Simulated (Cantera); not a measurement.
Input: 1 mol Cu, 3.2 mol F2, 0.88 mol H2, held at 1.33 mbar.

Method: chemical equilibrium by Gibbs-energy minimisation in Cantera with the NASA 1993 tables (ideal gas, pure condensed phases). Candidate condensed phases: Cu, CuF2; 15 gas species. Kinetics and transport are ignored.

### Question
At 852 °C, list the 4 most abundant gas species with their mole fractions, and the condensed phases.

### Answer
F 0.484, HF 0.327, CuF2 0.186, F2 0.00356. Condensed: gas only.
